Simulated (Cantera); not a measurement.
Pyrogenic steam for wet oxidation

An isothermal, constant-pressure homogeneous reactor starts with 22.8 % H2, 17.5 % O2, 59.6 % N2, at 1123 K and 0.345 atm.

Cantera simulation using GRI-Mech 3.0 (53 species, 325 reactions); the numbers are that mechanism's predictions, not measurements. The temperature is held fixed by assumption; the heat of reaction is taken as removed at once.

```csv
t (s),x H2,x O2,x O,x H,x H2O
0.000200,0.0754,0.109,0.0103,0.0595,0.127
0.000838,0.00143,0.0697,0.000205,0.000149,0.255
0.00352,0.000115,0.0693,1.09e-5,2.33e-6,0.257
0.0147,5.63e-6,0.0693,9.56e-7,4.98e-8,0.257
0.0618,2.68e-7,0.0693,1.38e-7,1.88e-9,0.257
0.259,4.09e-8,0.0693,2.78e-8,1.62e-10,0.257
1.09,9.50e-9,0.0693,6.62e-9,1.96e-11,0.257
4.55,4.16e-9,0.0693,2.34e-9,5.29e-12,0.257
19.1,3.83e-9,0.0693,1.98e-9,4.50e-12,0.257
80.0,3.83e-9,0.0693,1.97e-9,4.48e-12,0.257
```
x: mole fraction; the columns are a selection and need not sum to one.

Equilibrium at this temperature and pressure: H2 3.83e-9, O2 0.0693, O 1.97e-9, H 4.48e-12, H2O 0.257 (gas phase only).
